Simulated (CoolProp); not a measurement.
Vapour-liquid equilibrium of n-butane (1) + benzene (2) at 323 kPa; x and y are mole fractions of (1).

Computed with CoolProp (multi-fluid Helmholtz-energy mixture model, Bücker 2006 and Thol 2012; pair parameters Bell 2016).

| x | bubble temperature (K) | y at the bubble point | dew temperature at overall composition x (K) | liquid density (mol/L) |
|---|---|---|---|---|
| 0.05 | 383.4 | 0.288 | 394.2 | 9.898 |
| 0.2 | 354.1 | 0.721 | 387.7 | 10.14 |
| 0.35 | 336.7 | 0.865 | 380.2 | 10.20 |
| 0.5 | 326.2 | 0.923 | 371.4 | 10.14 |
| 0.65 | 319.3 | 0.953 | 360.5 | 10.02 |
| 0.8 | 314.0 | 0.974 | 345.6 | 9.874 |
| 0.95 | 309.2 | 0.993 | 320.1 | 9.715 |

No azeotrope shows between x = 0.05 and 0.95.

The pair parameters rest on a limited set of measurements; away from them the model extrapolates.
